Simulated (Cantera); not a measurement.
A closed system holds: 1 mol Si, 0.1 mol H2O, 0.055 mol H2, at 1375 °C and 2.00 bar.

Cantera equilibrium calculation (NASA polynomials, part measured and part estimated; ideal gas, pure solids and liquids). Candidate condensed phases: H2O, Si, SiO2; 18 gas species. Mutual solubility and eutectic melting of coexisting phases are not modelled. The tables hold silica as quartz up to 1696 K and as liquid above; real silica turns to tridymite and cristobalite and melts near 1996 K. Equilibrium is a limit: real reactors are often held back by kinetics, nucleation or transport.

Base state: H2 0.997, SiO 0.00299, H 6.29e-5, H2O 1.39e-5 (mole fractions); condensed: Si(s) + SiO2(β-quartz).

Problem. What changes in the equilibrium state with this change: Si replaced by Fe2O3?

Solution. 
| species | before | after |
|---|---|---|
| H2O | 1.39e-5 | 0.924 |
| O2 | <1e-9 | 0.0759 |
| OH | <1e-9 | 0.000501 |
| H2 | 0.997 | 2.72e-5 |
| SiO | 0.00299 | 0 |
| H | 6.29e-5 | 3.29e-7 |
| Si(s), mol | 0.950 | 0 |
| SiO2(β-quartz), mol | 0.0498 | 0 |
| Fe2O3(s), mol | 0 | 0.759 |
| Fe3O4(s), mol | 0 | 0.161 |
Further candidate phases: Fe, FeO, Fe(OH)2, Fe(OH)3, Fe2O3, Fe3O4.
